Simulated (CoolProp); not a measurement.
Computed with CoolProp (reference Helmholtz-energy equation of state, de Reuck 1993).

Task: Give the vapour pressure (MPa), enthalpy of vaporisation (kJ/kg), liquid cp (kJ/(kg K)), liquid viscosity (µPa s) of saturated methanol at 24.65, 52.25, 90.95 °C.

Result: 
```json
[
 {"T (°C)": "24.65", "p (MPa)": "0.0167", "enthalpy of vaporisation (kJ/kg)": "1170", "liquid cp (kJ/(kg K))": "2.53", "liquid viscosity (µPa s)": "546"},
 {"T (°C)": "52.25", "p (MPa)": "0.0614", "enthalpy of vaporisation (kJ/kg)": "1120", "liquid cp (kJ/(kg K))": "2.73", "liquid viscosity (µPa s)": "377"},
 {"T (°C)": "90.95", "p (MPa)": "0.264", "enthalpy of vaporisation (kJ/kg)": "1040", "liquid cp (kJ/(kg K))": "3.07", "liquid viscosity (µPa s)": "244"}
]
```

Viscosity comes from a separate model (Xiang 2006).
